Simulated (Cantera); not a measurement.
What does this Cantera script print?

```python
import numpy as np
import cantera as ct

gas_names = """
    Cr CrO CrO2 CrO3 H HO2 H2 H2O H2O2 O OH O2 O3
""".split()
cond_names = """
    Cr(cr) Cr(L) Cr2O3(s) Cr2O3(L) H2O(s) H2O(L)
""".split()


# ... load() reads the species with a 1 bar reference pressure and builds the phases ...
atoms = {
    'Cr2O3': {'Cr': 2, 'O': 3},
    'H2': {'H': 2},
}
top_T = {}  # K; cautious upper limits of use, not melting points


# ... equilibrate(T, P, feed) seeds the gas with the atoms and calls Mixture.equilibrate('TP', solver="vcs", rtol=1e-11, max_steps=5000) ...
results = []
P = 1333.22  # Pa
for T in [875, 925, 975, 1025, 1075, 1125, 1175, 1225, 1275, 1325, 1375]:
    for m in [120, 170, 220, 300, 400, 540, 720, 970, 1300]:
        feed = {'Cr2O3': 1, 'H2': m}  # mol
        mix = equilibrate(T, P, feed)
        results.append((T, P, feed, dict(zip(mix.species_names, mix.species_moles))))

for T, P, feed, n in results:
    print(f"{T:7g} {feed['H2']:10.4g}  " + (" + ".join(c for c in cond_names if n.get(c, 0) > 1e-12) or "gas only"))
```

Output:

```
    875        120  Cr(cr) + Cr2O3(s)
    875        170  Cr(cr) + Cr2O3(s)
    875        220  Cr(cr) + Cr2O3(s)
    875        300  Cr(cr) + Cr2O3(s)
    875        400  Cr(cr) + Cr2O3(s)
    875        540  Cr(cr) + Cr2O3(s)
    875        720  Cr(cr) + Cr2O3(s)
    875        970  Cr(cr) + Cr2O3(s)
    875       1300  Cr(cr) + Cr2O3(s)
    925        120  Cr(cr) + Cr2O3(s)
    925        170  Cr(cr) + Cr2O3(s)
    925        220  Cr(cr) + Cr2O3(s)
    925        300  Cr(cr) + Cr2O3(s)
    925        400  Cr(cr) + Cr2O3(s)
    925        540  Cr(cr) + Cr2O3(s)
    925        720  Cr(cr) + Cr2O3(s)
    925        970  Cr(cr) + Cr2O3(s)
    925       1300  Cr(cr) + Cr2O3(s)
    975        120  Cr(cr) + Cr2O3(s)
    975        170  Cr(cr) + Cr2O3(s)
    975        220  Cr(cr) + Cr2O3(s)
    975        300  Cr(cr) + Cr2O3(s)
    975        400  Cr(cr) + Cr2O3(s)
    975        540  Cr(cr) + Cr2O3(s)
    975        720  Cr(cr) + Cr2O3(s)
    975        970  Cr(cr) + Cr2O3(s)
    975       1300  Cr(cr) + Cr2O3(s)
   1025        120  Cr(cr) + Cr2O3(s)
   1025        170  Cr(cr) + Cr2O3(s)
   1025        220  Cr(cr) + Cr2O3(s)
   1025        300  Cr(cr) + Cr2O3(s)
   1025        400  Cr(cr) + Cr2O3(s)
   1025        540  Cr(cr) + Cr2O3(s)
   1025        720  Cr(cr) + Cr2O3(s)
   1025        970  Cr(cr) + Cr2O3(s)
   1025       1300  Cr(cr) + Cr2O3(s)
   1075        120  Cr(cr) + Cr2O3(s)
   1075        170  Cr(cr) + Cr2O3(s)
   1075        220  Cr(cr) + Cr2O3(s)
   1075        300  Cr(cr) + Cr2O3(s)
   1075        400  Cr(cr) + Cr2O3(s)
   1075        540  Cr(cr) + Cr2O3(s)
   1075        720  Cr(cr) + Cr2O3(s)
   1075        970  Cr(cr) + Cr2O3(s)
   1075       1300  Cr(cr) + Cr2O3(s)
   1125        120  Cr(cr) + Cr2O3(s)
   1125        170  Cr(cr) + Cr2O3(s)
   1125        220  Cr(cr) + Cr2O3(s)
   1125        300  Cr(cr) + Cr2O3(s)
   1125        400  Cr(cr) + Cr2O3(s)
   1125        540  Cr(cr) + Cr2O3(s)
   1125        720  Cr(cr) + Cr2O3(s)
   1125        970  Cr(cr) + Cr2O3(s)
   1125       1300  Cr(cr) + Cr2O3(s)
   1175        120  Cr(cr) + Cr2O3(s)
   1175        170  Cr(cr) + Cr2O3(s)
   1175        220  Cr(cr) + Cr2O3(s)
   1175        300  Cr(cr) + Cr2O3(s)
   1175        400  Cr(cr) + Cr2O3(s)
   1175        540  Cr(cr) + Cr2O3(s)
   1175        720  Cr(cr) + Cr2O3(s)
   1175        970  Cr(cr) + Cr2O3(s)
   1175       1300  Cr(cr) + Cr2O3(s)
   1225        120  Cr(cr) + Cr2O3(s)
   1225        170  Cr(cr) + Cr2O3(s)
   1225        220  Cr(cr) + Cr2O3(s)
   1225        300  Cr(cr) + Cr2O3(s)
   1225        400  Cr(cr) + Cr2O3(s)
   1225        540  Cr(cr) + Cr2O3(s)
   1225        720  Cr(cr) + Cr2O3(s)
   1225        970  Cr(cr) + Cr2O3(s)
   1225       1300  Cr(cr) + Cr2O3(s)
   1275        120  Cr(cr) + Cr2O3(s)
   1275        170  Cr(cr) + Cr2O3(s)
   1275        220  Cr(cr) + Cr2O3(s)
   1275        300  Cr(cr) + Cr2O3(s)
   1275        400  Cr(cr) + Cr2O3(s)
   1275        540  Cr(cr) + Cr2O3(s)
   1275        720  Cr(cr) + Cr2O3(s)
   1275        970  Cr(cr) + Cr2O3(s)
   1275       1300  Cr(cr) + Cr2O3(s)
   1325        120  Cr(cr) + Cr2O3(s)
   1325        170  Cr(cr) + Cr2O3(s)
   1325        220  Cr(cr) + Cr2O3(s)
   1325        300  Cr(cr) + Cr2O3(s)
   1325        400  Cr(cr) + Cr2O3(s)
   1325        540  Cr(cr) + Cr2O3(s)
   1325        720  Cr(cr) + Cr2O3(s)
   1325        970  Cr(cr) + Cr2O3(s)
   1325       1300  Cr(cr) + Cr2O3(s)
   1375        120  Cr(cr) + Cr2O3(s)
   1375        170  Cr(cr) + Cr2O3(s)
   1375        220  Cr(cr) + Cr2O3(s)
   1375        300  Cr(cr) + Cr2O3(s)
   1375        400  Cr(cr) + Cr2O3(s)
   1375        540  Cr(cr) + Cr2O3(s)
   1375        720  Cr(cr) + Cr2O3(s)
   1375        970  Cr(cr) + Cr2O3(s)
   1375       1300  Cr(cr) + Cr2O3(s)
```

Cantera equilibrium calculation (NASA polynomials, part measured and part estimated; ideal gas, pure solids and liquids). Mutual solubility and eutectic melting of coexisting phases are not modelled.
